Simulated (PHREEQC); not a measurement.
A solution holds 0.0041 mol CuCl2, 0.00022 mol HNO3 and 0.0029 mol H3BO3 per kg of water, at 65 °C. Closed to the air; pH follows from the charge balance.

Computed with PHREEQC (ion-association model, wateq4f.dat).

Each row changes one thing in this solution. No solid was allowed to form.

```json
[
 {"case": "as made", "pH": "3.70", "H2BO3- (mol/kgw)": "1.82e-8"},
 {"case": "HNO3 from 0.00022 to 0.000242 mol/kgw", "pH": "3.66", "H2BO3- (mol/kgw)": "1.65e-8"},
 {"case": "0.0034 mol/kgw Ni(NO3)2 added", "pH": "3.71", "H2BO3- (mol/kgw)": "1.95e-8"},
 {"case": "H3BO3 from 0.0029 to 0.00145 mol/kgw", "pH": "3.70", "H2BO3- (mol/kgw)": "9.09e-9"},
 {"case": "CuCl2 left out", "pH": "3.67", "H2BO3- (mol/kgw)": "1.50e-8"}
]
```

Complexes and solids missing from the database can't appear. Away from 25 °C the constants follow the database's enthalpies or fits; those with neither stay at their 25 °C values.
